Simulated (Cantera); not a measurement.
A closed system holds: 1 mol Fe3O4, 3.8 mol CO, held at 0.100 bar.

Method: chemical equilibrium by Gibbs-energy minimisation in Cantera with the NASA 1993 tables (ideal gas, pure condensed phases). Candidate condensed phases: C, Fe, Fe(CO)5, FeO, Fe2O3, Fe3O4; 15 gas species. The tables' stoichiometric FeO is somewhat more stable than real wüstite, so its field is too wide. FeO: taken at fixed stoichiometry. Rates play no part.

x: gas mole fraction; n: condensed amount in mol.

```
T (K)   x CO  x CO2    x Fe     x FeO  n FeO(s)  n FeO(l)
-----  -----  -----  ------  --------  --------  --------
948    0.737  0.263  <1e-12    <1e-12      3.00         0
1098   0.737  0.263       …    <1e-12      3.00         0
1248   0.737  0.263       …    <1e-12      3.00         0
1398   0.737  0.263       …  1.36e-10      3.00         0
1548   0.737  0.263       …   8.59e-9      3.00         0
1698   0.737  0.263       …   2.42e-7         0      3.00
1848   0.737  0.263       …   3.50e-6         0      3.00
1998   0.735  0.264       …   3.32e-5         0      3.00
2148   0.729  0.266       …  0.000226         0      2.98
```

Task: Complete the blanks.

Result: 
- 1098, x Fe: 7.29e-12
- 1248, x Fe: 1.26e-9
- 1398, x Fe: 7.07e-8
- 1548, x Fe: 1.77e-6
- 1698, x Fe: 2.35e-5
- 1848, x Fe: 0.000182
- 1998, x Fe: 0.00102
- 2148, x Fe: 0.00436
